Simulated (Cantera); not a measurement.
A perfectly stirred reactor is fed with 5.07 % C2H4, 17.9 % O2, 67.4 % N2, 9.63 % H2O, at 500000 Pa; it is adiabatic with a 475 K inlet, and is followed from long to short residence time, starting on the burning branch (τ in s: 0.034, 0.012, 0.0046, 0.0017, 0.00064, 0.00024, 8.7e-05, 3.2e-05, 1.2e-05).

Computed with Cantera and GRI-Mech 3.0 (53 species, 325 reactions). GRI-Mech 3.0 was tuned for natural gas; its chemistry of ethylene as a main component is partial and can be far from experiment.

x: mole fraction; the columns are a selection and need not sum to one.

| τ (s) | T (K) | x C2H4 | x O2 | x H2O | x C2H | x CH2 | x O | x NO |
|---|---|---|---|---|---|---|---|---|
| 0.034 | 2193 | 1.48e-6 | 0.0269 | 0.195 | 8.83e-9 | 3.56e-8 | ? | 0.000790 |
| 0.012 | 2189 | 3.86e-6 | 0.0273 | 0.195 | 2.28e-8 | 9.78e-8 | ? | 0.000407 |
| 0.0046 | 2179 | 8.76e-6 | 0.0279 | 0.194 | 5.04e-8 | 2.40e-7 | ? | 0.000237 |
| 0.0017 | 2159 | 1.90e-5 | 0.0289 | 0.193 | 1.04e-7 | 5.82e-7 | ? | 0.000151 |
| 0.00064 | 2125 | 3.84e-5 | 0.0305 | 0.191 | 1.93e-7 | 1.32e-6 | ? | 0.000103 |
| 0.00024 | 2074 | 7.74e-5 | 0.0332 | 0.188 | 3.35e-7 | 2.86e-6 | ? | 7.19e-5 |
| 8.7e-5 | 1996 | 0.000170 | 0.0376 | 0.184 | 5.54e-7 | 6.04e-6 | ? | 4.89e-5 |
| 3.2e-5 | 1879 | 0.000447 | 0.0455 | 0.180 | 8.19e-7 | 1.24e-5 | ? | 2.66e-5 |
| 1.2e-5 | 475 | 0.0507 | 0.179 | 0.0963 | <1e-12 | <1e-12 | <1e-12 | <1e-12 |

Problem. Fill in the missing entries.

Solution. 
- 0.034, x O: 0.000214
- 0.012, x O: 0.000249
- 0.0046, x O: 0.000324
- 0.0017, x O: 0.000486
- 0.00064, x O: 0.000774
- 0.00024, x O: 0.00124
- 8.7e-5, x O: 0.00187
- 3.2e-5, x O: 0.00230
